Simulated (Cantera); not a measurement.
## SiH2Cl2 + N2 + H2 (silicon nitride deposition)

Feed: 1 mol SiH2Cl2, 1.4 mol N2, 35 mol H2, equilibrated at 32.0 mbar.

These are equilibrium values from Cantera (NASA tables, ideal gas, pure condensed phases), not measurements of a reactor. Candidate condensed phases: NH4Cl, Si, Si3N4; 28 gas species. N2 is the only nitrogen source here; it is nearly inert below about 1500 K, so the nitride shown seldom forms there in practice. The tables' values for SiCl3, SiCl are old estimates; treat these amounts as uncertain. Gases not in the tables: Si2H6 and higher silanes. Kinetics and transport are ignored.

| T (K) | log p H2 | log p HCl | log p N2 | log p SiCl2 | log p H | log p SiCl3 | n Si3N4(s) | n Si(l) |
|---|---|---|---|---|---|---|---|---|
| 998 | -1.53 | -2.77 | -3.21 | -8.87 | -9.43 | -8.33 | 0.333 | 0 |
| 1098 | -1.53 | -2.77 | -3.21 | -7.60 | -8.37 | -7.66 | 0.333 | 0 |
| 1198 | -1.53 | -2.77 | -3.21 | -6.55 | -7.48 | -7.10 | 0.333 | 0 |
| 1298 | -1.53 | -2.77 | -3.21 | -5.67 | -6.73 | -6.63 | 0.332 | 0 |
| 1398 | -1.53 | -2.78 | -3.20 | -4.93 | -6.09 | -6.24 | 0.328 | 0 |
| 1498 | -1.53 | -2.80 | -3.18 | -4.33 | -5.53 | -5.96 | 0.314 | 0 |
| 1598 | -1.53 | -2.85 | -3.15 | -3.89 | -5.04 | -5.83 | 0.281 | 0 |
| 1698 | -1.53 | -2.90 | -2.93 | -3.71 | -4.61 | -5.93 | 0 | 0.760 |
log p: log10 of the partial pressure in bar; n: condensed amount in mol.

From 998 K to 1598 K the condensed part is Si3N4(s). At 1698 K the condensed part is Si(l). The main Si-bearing gas is SiCl4 at 998 K and SiCl2 at 1698 K. The share of Si in condensed phases is highest at 1098 K (100.0 %) and lowest at 1698 K (76.0 %).
